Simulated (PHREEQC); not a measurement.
Brine: an equilibrium model

A solution holds 2 mol KCl, 0.21 mol Na2SO4 and 0.11 mol NaCl per kg of water, at 10 °C. Closed to the air; pH follows from the charge balance.

Model: Pitzer model, pitzer.dat, run in PHREEQC.

No solid was allowed to form.

Problem. What activity of water, density does the model give?

Solution. activity of water 0.926; density 1.113 g/cm³.

Complexes and solids missing from the database can't appear. Constants without temperature data keep their 25 °C values here.
